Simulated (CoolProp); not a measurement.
Hexamethyldisiloxane (MM) at 298.15 K and 0.951 MPa is throttled through a valve to 0.26 MPa with no heat exchange. Each further row changes one setting.

Model: reference Helmholtz-energy equation of state, Thol 2016, in CoolProp.

| case | temperature change (K) | final density (kg/m³) |
|---|---|---|
| as stated | +0.3 | 760 |
| outlet pressure 0.078 MPa | +0.4 | 759 |
| outlet pressure 0.338 MPa | +0.3 | 760 |
